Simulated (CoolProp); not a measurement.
Properties of methane at several states.

Computed with CoolProp (reference Helmholtz-energy equation of state, Setzmann 1991).

```csv
T (°C),p (bar),phase,Z,conductivity (mW/(m K))
249.75,2.8,gas,1.000,73.1
316.35,0.505,gas,1.000,86.7
244.75,8.98,gas,1.000,72.3
299.25,9.86,gas,1.001,83.4
-23.25,0.566,gas,0.9982,27.8
```

Thermal conductivity comes from a separate model (Friend 1989).
